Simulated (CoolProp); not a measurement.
Fluorine along the isobar 17.7 MPa: density (kg/m³) from the reference equation and from simpler models built on Tc = 144.4 K, pc = 5.240 MPa, ω = 0.045; each cubic takes its own stable root.

Computed with CoolProp (reference Helmholtz-energy equation of state, de Reuck 1990).

| T (K) | phase | reference |
|---|---|---|
| 111.9 | liquid | 1371 |
| 125.4 | liquid | 1273 |
| 138.8 | liquid | 1165 |
| 152.3 | supercritical | 1040 |
| 165.7 | supercritical | 897.7 |
| 179.2 | supercritical | 745.2 |
| 192.7 | supercritical | 614.7 |
| 206.1 | supercritical | 521.2 |
| 219.6 | supercritical | 454.1 |
| 233 | supercritical | 405.0 |
| 246.5 | supercritical | 367.1 |
| 259.9 | supercritical | 337.4 |

**Question.** How far does each simpler model (Soave-Redlich-Kwong, Peng-Robinson) lie from the reference over these 12 states: mean and median of the absolute difference, and the worst?

**Answer.** 
- Soave-Redlich-Kwong: mean 3.1 %, median 2.9 %, worst -5.7 % at 179.2 K and 17.7 MPa
- Peng-Robinson: mean 4.9 %, median 2.6 %, worst +12.7 % at 111.9 K and 17.7 MPa
